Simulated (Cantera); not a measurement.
A Cantera script and what it prints.

```python
import numpy as np
import cantera as ct

gas_names = [...]  # 114 gases of nasa_gas.yaml made of C, Fe, H, O
cond_names = """
    C(gr) C6H6(L) C7H8(L) C8H18(L),n-octa Fe(a) Fe(c) Fe(d) Fe(L) FeC5O5(L) FeO(s) FeO(L) Fe(OH)2(s)
    Fe(OH)3(s) Fe2O3(s) Fe3O4(s) H2O(s) H2O(L)
""".split()


# ... load() reads the species with a 1 bar reference pressure and builds the phases ...
atoms = {
    'Fe2O3': {'Fe': 2, 'O': 3},
    'CH4': {'C': 1, 'H': 4},
    'CO': {'C': 1, 'O': 1},
}
top_T = {'C(gr)': 4500, 'Fe2O3(s)': 1830, 'Fe3O4(s)': 1870}  # K; cautious upper limits of use, not melting points


# ... equilibrate(T, P, feed) seeds the gas with the atoms and calls Mixture.equilibrate('TP', solver="vcs", rtol=1e-11, max_steps=5000) ...
results = []
T = 2048.15  # K
P = 27  # Pa
for m in [0.32, 0.42, 0.55, 0.72, 0.95, 1.3, 1.6, 2.2]:
    feed = {'Fe2O3': 1, 'CH4': m, 'CO': 0.043}  # mol
    mix = equilibrate(T, P, feed)
    results.append((T, P, feed, dict(zip(mix.species_names, mix.species_moles))))

top = {s: max(r[3][s] / sum(r[3][g] for g in gas_names) for r in results) for s in gas_names}
cols = sorted((s for s in top if top[s] > 1e-06), key=lambda s: -top[s])[:5]
seen = [c for c in cond_names if any(r[3].get(c, 0) > 1e-12 for r in results)]
print("log10 of partial pressures in bar; condensed amounts in mol")
print(f"{'n(CH4)':>10s}" + "".join(f"{s[:9]:>10s}" for s in cols + seen))
for T, P, feed, n in results:
    ng = sum(n[g] for g in gas_names)
    print(f"{feed['CH4']:10.4g}" + "".join(f"{np.log10(max(n[s] / ng * P / 1e5, 1e-99)):10.3f}" for s in cols)
          + "".join(f"{n.get(c, 0):10.4g}" for c in seen))
```

Output:

```
log10 of partial pressures in bar; condensed amounts in mol
    n(CH4)       H2O        H2        Fe        CO       CO2    FeO(L)
      0.32    -3.970    -4.826    -4.391    -4.532    -4.353     1.767
      0.42    -4.021    -4.708    -4.222    -4.477    -4.467     1.543
      0.55    -4.073    -4.656    -4.118    -4.467    -4.561     1.202
      0.72    -4.114    -4.633    -4.054    -4.473    -4.631    0.7304
      0.95    -4.146    -4.623    -4.012    -4.483    -4.683   0.07583
       1.3    -4.241    -4.320    -4.069    -4.328    -4.926         0
       1.6    -4.365    -4.165    -4.126    -4.259    -5.137         0
       2.2    -4.692    -4.001    -4.225    -4.192    -5.561         0
```

These are equilibrium values from Cantera (NASA tables, ideal gas, pure condensed phases), not measurements of a reactor. The tables' stoichiometric FeO is somewhat more stable than real wüstite, so its field is too wide. FeO: taken at fixed stoichiometry.
